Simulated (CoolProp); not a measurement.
Model: reference Helmholtz-energy equation of state, Thol 2019, in CoolProp.

Problem. Give the vapour pressure (MPa), liquid density (kg/m³), enthalpy of vaporisation (kJ/kg), vapour Z of saturated decamethylcyclopentasiloxane (D5) at 367.8, 415 K.

Solution. 
| T (K) | p (MPa) | liquid density (kg/m³) | enthalpy of vaporisation (kJ/kg) | vapour Z |
|---|---|---|---|---|
| 367.8 | 0.00193 | 879 | 149 | 0.995 |
| 415 | 0.0139 | 827 | 133 | 0.979 |
